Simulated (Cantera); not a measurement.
A perfectly stirred reactor is fed with CH4 : H2 : N2 = 0.15 : 1 : 0.01 (molar parts), at 0.0296 atm; it is held at 2575 K, and followed from long to short residence time.

Cantera simulation using GRI-Mech 3.0 (53 species, 325 reactions); the numbers are that mechanism's predictions, not measurements. GRI-Mech 3.0 stops at C3 and has no aromatics, soot or wall deposition, so with more carbon than oxygen in the feed, carbon stays in small species such as C2H2 where larger ones or solid carbon would form. Radical loss at walls, strong at low pressure, is not modelled.

Task: Predict: x(CH4) at τ = 0.730 s; x(H2) at τ = 0.730 s; x(C2H2) at τ = 0.730 s; x(H) at τ = 0.730 s; x(CH3) at τ = 0.730 s; x(CH4) at τ = 16.0 ms; x(H2) at τ = 16.0 ms; x(C2H2) at τ = 16.0 ms; x(H) at τ = 16.0 ms; x(CH3) at τ = 16.0 ms.

Result: 
- x(CH4) at τ = 0.730 s = 1.98e-5
- x(H2) at τ = 0.730 s = 0.781
- x(C2H2) at τ = 0.730 s = 0.0510
- x(H) at τ = 0.730 s = 0.159
- x(CH3) at τ = 0.730 s = 7.00e-5
- x(CH4) at τ = 16.0 ms = 0.00224
- x(H2) at τ = 16.0 ms = 0.888
- x(C2H2) at τ = 16.0 ms = 0.0536
- x(H) at τ = 16.0 ms = 0.0458
- x(CH3) at τ = 16.0 ms = 0.00202
